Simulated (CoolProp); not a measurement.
trans-2-butene along the isotherm 470 K: fugacity coefficient from the reference equation and from simpler models built on Tc = 428.6 K, pc = 40.19 bar, ω = 0.210; each cubic takes its own stable root.

Values from CoolProp's reference Helmholtz-energy equation of state, Lemmon 2005. It is a short technical equation, of lower accuracy than the large ones.

| p (bar) | phase | reference | van der Waals | Redlich-Kwong | Soave-Redlich-Kwong |
|---|---|---|---|---|---|
| 0.318 | gas | 0.9980 | 0.9981 | 0.9979 | 0.9980 |
| 0.513 | gas | 0.9967 | 0.9970 | 0.9967 | 0.9968 |
| 0.829 | gas | 0.9947 | 0.9951 | 0.9946 | 0.9948 |
| 1.34 | gas | 0.9915 | 0.9921 | 0.9913 | 0.9917 |
| 2.16 | gas | 0.9863 | 0.9873 | 0.9860 | 0.9866 |
| 3.5 | gas | 0.9778 | 0.9794 | 0.9774 | 0.9783 |
| 5.65 | gas | 0.9643 | 0.9668 | 0.9637 | 0.9652 |
| 9.13 | gas | 0.9426 | ___ | 0.9417 | 0.9440 |
| 14.7 | gas | 0.9081 | 0.9141 | ___ | 0.9106 |
| 23.8 | gas | 0.8529 | ___ | 0.8511 | 0.8572 |
| 38.5 | gas | 0.7657 | 0.7758 | 0.7633 | 0.7736 |
| 62.2 | supercritical | 0.6310 | 0.6309 | 0.6267 | 0.6455 |
| 100 | supercritical | 0.4761 | 0.4885 | ___ | ___ |

Question: What belongs in the gaps?

Answer: 
- 9.13, van der Waals: 0.9465
- 14.7, Redlich-Kwong: 0.9068
- 23.8, van der Waals: 0.8614
- 100, Redlich-Kwong: 0.4796
- 100, Soave-Redlich-Kwong: 0.5021
